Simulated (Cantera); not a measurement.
# Premixed flame

A freely propagating, adiabatic, planar premixed flame of 3.51 % CH₄, 4.21 % C₂H₆, 0.281 % C₃H₈, 21.1 % O₂, 59.0 % N₂, 11.9 % H₂O, unburnt at 425 K and 500000 Pa; mixture-averaged transport, grid criteria slope 0.08 and curve 0.16, no radiation.

Model: GRI-Mech 3.0 (53 species, 325 reactions), integrated in Cantera. Burning velocities carry a grid error of a few per cent, more on coarse grids.

```csv
z (mm),T (K),u (m/s),x CH₄,x C₂H₆,x C₃H₈,x CH₂,x C₂H₂,x C₂H₄
-0.283,425,0.531,0.0351,0.0421,0.00281,<1e-8,6.39e-8,4.78e-7
-0.189,428,0.535,0.0349,0.0420,0.00280,<1e-8,6.39e-7,4.93e-6
-0.142,439,0.550,0.0346,0.0418,0.00279,<1e-8,3.75e-6,2.99e-5
-0.0943,518,0.655,0.0329,0.0405,0.00275,<1e-8,3.94e-5,0.000331
-0.0472,994,1.29,0.0244,0.0281,0.00212,<1e-8,0.000439,0.00368
-0.0236,1455,1.93,0.0156,0.0110,0.000869,2.67e-6,0.00108,0.00623
0,1879,2.52,0.00499,0.000494,1.78e-5,5.31e-5,0.00164,0.00224
0.0236,2080,2.78,0.000479,1.05e-6,<1e-8,2.87e-5,0.000357,7.55e-5
0.0472,2156,2.87,2.44e-5,<1e-8,<1e-8,2.46e-6,2.05e-5,7.80e-7
0.0943,2232,2.95,1.08e-7,<1e-8,<1e-8,1.33e-8,9.42e-8,<1e-8
0.189,2301,3.03,<1e-8,<1e-8,<1e-8,<1e-8,<1e-8,<1e-8
0.377,2349,3.08,<1e-8,<1e-8,<1e-8,<1e-8,<1e-8,<1e-8
0.755,2374,3.11,<1e-8,<1e-8,<1e-8,<1e-8,<1e-8,<1e-8
```
x: mole fraction of selected species; z is measured from the peak of heat release.

```json
{
 "laminar_burning_velocity": "53.0 cm/s",
 "thermal_thickness": "0.0943 mm",
 "peak x(CH₂)": "6.05e-5",
 "peak x(C₂H₂)": "0.00170",
 "peak x(C₂H₄)": "0.00624",
 "grid_points": "142"
}
```
